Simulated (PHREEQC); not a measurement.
Dissolve 0.0033 mol MgCl2, 0.00064 mol NaHCO3 and 0.11 mol KCl per kg of water at 25 °C. Closed to the air; pH follows from the charge balance.

All values are PHREEQC results (Pitzer model, pitzer.dat), not measurements.

The ionic strength comes out as 0.120 mol/kgw. What activity coefficients do Na+, Mg+2, K+, OH-, HCO3- get?

Na+ 0.77, Mg+2 0.35, K+ 0.76, OH- 0.76, HCO3- 0.76. Single-ion values are on the MacInnes scale.

Precipitation was switched off in this run. Complexes and solids missing from the database can't appear.
